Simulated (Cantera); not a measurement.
Input: 1 mol HCl, 2.4 mol O₂, held at 1325 K and 0.0825 Torr.

These are equilibrium values from Cantera (NASA tables, ideal gas, pure condensed phases), not measurements of a reactor. Candidate condensed phases: H₂O; 14 gas species. Kinetics and transport are ignored.

Base state: O₂ 0.685, HCl 0.239, Cl 0.0494, H₂O 0.0258, Cl₂ 0.00113, OH 9.30e-5, O 2.17e-5, ClO 1.35e-5 (mole fractions); condensed: gas only.

Question: What changes in the equilibrium state with this change: temperature from 1325 K to 723.15 K?

Answer: 
| species | before | after |
|---|---|---|
| O₂ | 0.685 | 0.699 |
| HCl | 0.239 | 0.211 |
| H₂O | 0.0258 | 0.0446 |
| Cl | 0.0494 | 2.62e-5 |
| Cl₂ | 0.00113 | 0.0446 |
| OH | 9.30e-5 | <1e-9 |
| O | 2.17e-5 | <1e-9 |

Question: What changes in the equilibrium state with this change: HCl replaced by CS₂?

Answer: 
| species | before | after |
|---|---|---|
| SO₂ | 0 | 0.543 |
| CO₂ | 0 | 0.279 |
| S₂ | 0 | 0.0850 |
| O₂ | 0.685 | 6.46e-9 |
| HCl | 0.239 | 0 |
| CO | 0 | 0.0827 |
| Cl | 0.0494 | 0 |
| H₂O | 0.0258 | 0 |
| SO | 0 | 0.00924 |
| Cl₂ | 0.00113 | 0 |
| S₂O | 0 | 0.000618 |
Further candidate phases: C, S.

Question: What changes in the equilibrium state with this change: temperature from 1325 K to 2700 K?

Answer: 
```csv
species,before,after
O,2.17e-5,0.658
Cl,0.0494,0.152
H,9.85e-8,0.146
O₂,0.685,0.0366
HCl,0.239,0.00109
H₂O,0.0258,9.93e-5
Cl₂,0.00113,8.75e-8
H₂,3.99e-7,0.000723
OH,9.30e-5,0.00512
ClO,1.35e-5,3.09e-6
```
